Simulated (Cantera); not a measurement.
A Cantera script and its output.

```python
import numpy as np
import cantera as ct

gas = ct.Solution("gri30.yaml")
gas.TPX = 325, 930000, {'CH4': 1, 'H2': 0.51, 'O2': 2.3, 'N2': 22.3}
inlet = ct.Reservoir(gas, clone=True)
gas.equilibrate("HP")  # start burning
reactor = ct.IdealGasConstPressureReactor(gas, energy="on", clone=False)
exhaust = ct.Reservoir(gas, clone=True)
tau = [0.04, 0.018, 0.0079, 0.0035, 0.0016, 0.00069, 0.00031, 0.00014, 6e-05, 2.7e-05, 1.2e-05][0]
for a, b in ((inlet, reactor), (reactor, exhaust)):
    ct.MassFlowController(a, b, mdot=lambda t: reactor.mass / tau)
net = ct.ReactorNet([reactor])
show = ['CH4', 'H2', 'O2', 'C2H4', 'H2O2', 'OH', 'C2H2']

rows = []
print(f"{'tau/s':>10s}{'T/K':>9s}" + "".join(f"{s:>11s}" for s in show))
for tau in [0.04, 0.018, 0.0079, 0.0035, 0.0016, 0.00069, 0.00031, 0.00014, 6e-05, 2.7e-05, 1.2e-05]:
    net.initial_time = 0.0
    net.advance(30 * tau)
    before = gas.X
    net.advance(40 * tau)
    drift = np.max(np.abs(gas.X - before) / (gas.X + 1e-9))
    rows.append([gas.T, *gas[show].X, drift])
    print(f"{tau:10.3e}{gas.T:9.1f}" + "".join(f"{x:11.3e}" for x in gas[show].X))
```

It prints:

```
     tau/s      T/K        CH4         H2         O2       C2H4       H2O2         OH       C2H2
 4.000e-02   1319.8  8.744e-04  1.848e-03  7.565e-03  4.193e-05  6.386e-07  4.676e-06  7.714e-06
 1.800e-02    325.0  3.830e-02  1.953e-02  8.809e-02  6.228e-19  5.721e-19 -2.118e-34  1.550e-20
 7.900e-03    325.0  3.830e-02  1.953e-02  8.809e-02  9.697e-22  8.908e-22 -3.560e-35  2.414e-23
 3.500e-03    325.0  3.830e-02  1.953e-02  8.809e-02  6.125e-23  5.627e-23 -1.764e-37  1.525e-24
 1.600e-03    325.0  3.830e-02  1.953e-02  8.809e-02  3.869e-24  3.554e-24  1.353e-37  9.632e-26
 6.900e-04    325.0  3.830e-02  1.953e-02  8.809e-02  2.444e-25  2.245e-25 -2.841e-38  6.084e-27
 3.100e-04    325.0  3.830e-02  1.953e-02  8.809e-02  1.544e-26  1.418e-26  7.494e-41  3.843e-28
 1.400e-04    325.0  3.830e-02  1.953e-02  8.809e-02  9.752e-28  8.958e-28  3.004e-40  2.427e-29
 6.000e-05    325.0  3.830e-02  1.953e-02  8.809e-02  6.160e-29  5.659e-29 -2.689e-41  1.533e-30
 2.700e-05    325.0  3.830e-02  1.953e-02  8.809e-02  3.891e-30  3.574e-30 -1.465e-42  9.686e-32
 1.200e-05    325.0  3.830e-02  1.953e-02  8.809e-02  2.458e-31  2.258e-31 -2.128e-43  6.118e-33
```

Cantera simulation using GRI-Mech 3.0 (53 species, 325 reactions); the numbers are that mechanism's predictions, not measurements.
